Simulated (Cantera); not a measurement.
A closed system holds: 1 mol TiO2, 9.1 mol H2, equilibrated at 1925 K and 1.50 bar.

These are equilibrium values from Cantera (NASA tables, ideal gas, pure condensed phases), not measurements of a reactor. Candidate condensed phases: H2O, Ti, TiO, TiO2, Ti2O3, Ti3O5, Ti4O7; 12 gas species. Kinetics and transport are ignored.

Problem. What is the equilibrium state?

Solution. 
```json
{
 "x(H2)": "0.963",
 "x(H2O)": "0.0366",
 "x(H)": "0.000766",
 "x(OH)": "2.52e-6",
 "n(Ti3O5(s))": "0.333 mol",
 "gas_amount": "9.104 mol",
 "log10 activity of Ti4O7(s) (absent)": "-0.12",
 "log10 activity of Ti2O3(s) (absent)": "-0.39",
 "log10 activity of Ti(β) (absent)": "-6.03"
}
```
